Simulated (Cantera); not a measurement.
A closed system holds: 1 mol B, 6.1 mol H₂O, 8.7 mol N₂, 7.5 mol O₂, equilibrated at 1073.15 K.

Method: chemical equilibrium by Gibbs-energy minimisation in Cantera with the NASA 1993 tables (ideal gas, pure condensed phases). Candidate condensed phases: B, BN, B₂O₃, B₃O₃H₃, H₂O; 39 gas species. Gases not in the tables: H₃BO₃. The numbers say what is thermodynamically allowed, not how fast it happens.

x: gas mole fraction; n: condensed amount in mol.

```json
[
 {"P (Pa)": "10", "x N₂": "0.403", "x O₂": "0.312", "x H₂O": "0.279", "x HBO₂": "[?]", "n B₂O₃(l)": "0.437"},
 {"P (Pa)": "63", "x N₂": "0.403", "x O₂": "0.313", "x H₂O": "0.281", "x HBO₂": "[?]", "n B₂O₃(l)": "0.473"},
 {"P (Pa)": "400", "x N₂": "0.404", "x O₂": "0.313", "x H₂O": "0.282", "x HBO₂": "[?]", "n B₂O₃(l)": "0.484"},
 {"P (Pa)": "2500", "x N₂": "0.404", "x O₂": "0.313", "x H₂O": "0.282", "x HBO₂": "[?]", "n B₂O₃(l)": "0.481"},
 {"P (Pa)": "16000", "x N₂": "0.404", "x O₂": "0.313", "x H₂O": "0.281", "x HBO₂": "[?]", "n B₂O₃(l)": "0.461"},
 {"P (Pa)": "100000", "x N₂": "0.404", "x O₂": "0.314", "x H₂O": "0.279", "x HBO₂": "[?]", "n B₂O₃(l)": "0.406"}
]
```

Some entries are withheld; supply them.


- 10, x HBO₂: 0.00575
- 63, x HBO₂: 0.00230
- 400, x HBO₂: 0.000913
- 2500, x HBO₂: 0.000365
- 16000, x HBO₂: 0.000144
- 100000, x HBO₂: 5.74e-5
